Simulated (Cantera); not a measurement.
# N2O furnace oxynitridation

An isothermal, constant-pressure homogeneous reactor starts with N₂O : H₂ : N₂ = 1 : 0.019 : 1.4 (molar parts), at 1475 K and 0.00770 atm.

Model: GRI-Mech 3.0 (53 species, 325 reactions), integrated in Cantera. GRI-Mech 3.0 was tuned for natural gas; its chemistry of N2O as a main component is partial and can be far from experiment. Radical loss at walls, strong at low pressure, is not modelled. The temperature is held fixed by assumption; the heat of reaction is taken as removed at once.

```json
[
 {"t (s)": "2.00e-5", "x N₂O": "0.413", "x H₂": "0.00785", "x NO": "7.72e-9", "x H₂O₂": "<1e-12", "x HO₂": "3.15e-12"},
 {"t (s)": "0.000126", "x N₂O": "0.413", "x H₂": "0.00785", "x NO": "2.96e-7", "x H₂O₂": "<1e-12", "x HO₂": "9.10e-10"},
 {"t (s)": "0.000795", "x N₂O": "0.413", "x H₂": "0.00783", "x NO": "8.75e-6", "x H₂O₂": "9.85e-11", "x HO₂": "2.03e-7"},
 {"t (s)": "0.00501", "x N₂O": "0.412", "x H₂": "0.00700", "x NO": "0.000138", "x H₂O₂": "2.41e-8", "x HO₂": "8.42e-6"},
 {"t (s)": "0.0316", "x N₂O": "0.402", "x H₂": "0.00157", "x NO": "0.00104", "x H₂O₂": "3.66e-8", "x HO₂": "1.14e-5"},
 {"t (s)": "0.199", "x N₂O": "0.374", "x H₂": "6.26e-6", "x NO": "0.00563", "x H₂O₂": "6.17e-9", "x HO₂": "3.60e-6"},
 {"t (s)": "1.26", "x N₂O": "0.247", "x H₂": "5.40e-7", "x NO": "0.0277", "x H₂O₂": "7.46e-10", "x HO₂": "7.33e-7"},
 {"t (s)": "7.93", "x N₂O": "0.0232", "x H₂": "9.38e-7", "x NO": "0.0649", "x H₂O₂": "1.28e-10", "x HO₂": "3.44e-8"},
 {"t (s)": "50.0", "x N₂O": "1.83e-6", "x H₂": "2.75e-7", "x NO": "0.0683", "x H₂O₂": "3.81e-11", "x HO₂": "8.75e-9"}
]
```
x: mole fraction; the columns are a selection and need not sum to one.

Equilibrium at this temperature and pressure: N₂O 5.55e-9, H₂ 2.44e-7, NO 0.000994, H₂O₂ 4.22e-11, HO₂ 1.04e-8 (gas phase only).
